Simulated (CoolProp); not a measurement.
Values from CoolProp's reference Helmholtz-energy equation of state, Lemmon 2006. It is a short technical equation, of lower accuracy than the large ones.

Question: For hydrogen sulfide, give the phase and the cp (kJ/(kg K)), speed of sound (m/s) at 352 K and 1.01 bar.

Answer: 
- 352 K and 1.01 bar: gas; cp 1.03, speed of sound 335
